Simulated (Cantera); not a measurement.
**B₂O₃ + O₂ + N₂ (boron, boron nitride and boron oxide)**

Input: 1 mol B₂O₃, 1.1 mol O₂, 0.33 mol N₂, equilibrated at 1223 K and 133 Pa.

Cantera equilibrium calculation (NASA polynomials, part measured and part estimated; ideal gas, pure solids and liquids). Candidate condensed phases: B, BN, B₂O₃; 17 gas species. Rates play no part.

```
Quantity                             Value
-------------------------------  ---------
x(O₂)                                0.769
x(N₂)                                0.231
x(NO)                             0.000241
x(B₂O₃)                            1.44e-5
x(BO₂)                             3.72e-6
n(B₂O₃(l))                       1.000 mol
gas amount                       1.430 mol
log10 activity of B(s) (absent)     -18.48
```
